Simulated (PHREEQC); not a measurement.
0.25 g of hydrous ferric oxide (600 m²/g; 0.2 weak and 0.005 strong sites per Fe, Dzombak-Morel constants, diffuse double layer) in 1 kg of water with 0.001 mol/kgw of an inert sodium salt and 1.1 mmol/kgw H3BO3 and 0.0014 mmol/kgw CaCl2, at 25 °C; the pH is set by adding NaOH or the inert anion's acid. Oxygen alone is held at its pressure in air (log pO2 = -0.68). The system is closed to CO2. No solid was allowed to form.

The numbers come from PHREEQC with the ion-association model, wateq4f.dat.

Task: Predict surface charge σ (C/m²) at pH = 4.12, 6, 7.12, 8.25, 8.62.

Result: 
```
pH    surface charge σ (C/m²)
----  -----------------------
4.12                    0.109
6                       0.019
7.12                    0.005
8.25                   -0.001
8.62                   -0.002
```

The oxide is taken as insoluble; below pH 4 it would dissolve.
